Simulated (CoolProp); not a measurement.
Vapour-liquid equilibrium of propane (1) + n-pentane (2) at 317.2 K; x and y are mole fractions of (1).

Model: multi-fluid Helmholtz-energy mixture model, Lemmon 2009 and Thol 2019; pair parameters Kunz 2012, in CoolProp.

Question: Give the bubble pressure and the first vapour's composition at x = 0.05, 0.35, 0.95. Is there an azeotrope?

Answer: x = 0.05: 0.2025 MPa, y = 0.362; x = 0.35: 0.6003 MPa, y = 0.826; x = 0.95: 1.419 MPa, y = 0.990. No azeotrope shows between x = 0.05 and 0.95.

Pair parameters are fitted to limited data, so mixtures are less certain than the pure fluids. The gap from Raoult's law changes sign with composition, which may be real or a fault of the pair parameters; it wasn't checked against measurements.
